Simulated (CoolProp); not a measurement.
Saturation properties of CF4 (R14) (Tc = -45.8 °C, pc = 3.762 MPa, ω = 0.178).

The numbers come from the reference Helmholtz-energy equation of state, Platzer 1990 in CoolProp. This equation is an older, rougher fit; its heat capacities, sound speeds and derivatives of the liquid may be far off and weren't checked against measurements.

```
T (°C)   p (MPa)  liquid density (kg/m³)  liquid conductivity (mW/(m K))
-------  -------  ----------------------  ------------------------------
-111.25   0.2884                    1510                            82.9
-107.05   0.3612                    1485                            79.8
-102.95   0.4449                    1460                            76.7
-98.75    0.5449                    1434                            73.6
-94.65    0.6577                    1407                            70.6
-90.55    0.7869                    1379                            67.5
-86.35    0.9378                    1349                            64.4
-82.25     1.105                    1318                            61.3
-78.05     1.297                    1285                            58.2
-73.95     1.508                    1250                            55.1
-69.75     1.750                    1212                            52.0
-65.65     2.012                    1170                            48.9
-61.55     2.304                    1124                            45.8
```

It boils at -128.0 °C under 1 atm.

Thermal conductivity comes from a separate model (Huber 2003), an estimate that may be off by 10 % or more.
